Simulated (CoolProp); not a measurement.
n-butane along the isotherm 306.8 K: density (kg/m³) from the reference equation and from simpler models built on Tc = 425.1 K, pc = 3796 kPa, ω = 0.201; each cubic takes its own stable root.

Computed with CoolProp (reference Helmholtz-energy equation of state, Bücker 2006).

| p (kPa) | phase | reference |
|---|---|---|
| 518 | liquid | 563.0 |
| 1040 | liquid | 564.0 |
| 1550 | liquid | 565.0 |
| 2070 | liquid | 565.9 |
| 2590 | liquid | 566.9 |
| 3110 | liquid | 567.8 |
| 3620 | liquid | 568.7 |
| 4140 | liquid | 569.6 |
| 4660 | liquid | 570.5 |
| 5180 | liquid | 571.4 |
| 5690 | liquid | 572.3 |

Task: How far does each simpler model (van der Waals, Peng-Robinson) lie from the reference over these 11 states: mean and median of the absolute difference, and the worst?

Result: 
- van der Waals: mean 42.2 %, median 36.8 %, worst -97.7 % at 306.8 K and 518 kPa
- Peng-Robinson: mean 5.3 %, median 5.3 %, worst +5.6 % at 306.8 K and 5690 kPa

At some of these states van der Waals gives the other phase, because its saturation line lies elsewhere.
